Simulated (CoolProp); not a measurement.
Values from CoolProp's reference Helmholtz-energy equation of state, Lemmon 2016.

**Question.** Give the vapour pressure (kPa), vapour Z, vapour viscosity (µPa s) of saturated R227EA at 339.4, 345.6 K.

**Answer.** 
```json
[
 {"T (K)": "339.4", "p (kPa)": "1360", "vapour Z": "0.697", "vapour viscosity (µPa s)": "14.1"},
 {"T (K)": "345.6", "p (kPa)": "1570", "vapour Z": "0.661", "vapour viscosity (µPa s)": "14.7"}
]
```

Viscosity comes from a separate model (Huber 2003), an estimate that may be off by 10 % or more.
